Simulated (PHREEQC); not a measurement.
A solution holds 0.92 mol/kgw LiCl, 0.34 mol/kgw BaCl2 and 0.00014 mol/kgw H4SiO4, at 25 °C. It is in equilibrium with CO2 at log p = -1 (atm). Otherwise closed; pH follows from the charge balance.

Model: ion-association model, wateq4f.dat, run in PHREEQC.

Question: The ionic strength comes out as 1.94 mol/kgw. What activity coefficients do Cl-, H+, HCO3-, Li+, Ba+2 get?

Answer: Cl- 0.57, H+ 0.73, HCO3- 0.62, Li+ 0.65, Ba+2 0.14.

No solid was allowed to form. The solution is supersaturated, for example in Quartz (slow to form), so a real one may precipitate; this is no full list. Caution: at this ionic strength the ion-association model is outside its range; a Pitzer model would be the better tool where its parameters exist.
